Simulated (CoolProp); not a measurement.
Vapour-liquid equilibrium of cyclohexane (1) + n-dodecane (2) at 197 kPa; x and y are mole fractions of (1).

Computed with CoolProp (multi-fluid Helmholtz-energy mixture model, Zhou 2014 and Lemmon 2004; pair parameters Bell 2016).

Give the bubble temperature and the first vapour's composition at x = 0.05, 0.35, 0.65. Is there an azeotrope?

x = 0.05: 230.0 °C, y = 0.307; x = 0.35: 157.7 °C, y = 0.928; x = 0.65: 124.4 °C, y = 0.989. No azeotrope shows between x = 0.05 and 0.95.

The pair parameters rest on a limited set of measurements; away from them the model extrapolates.
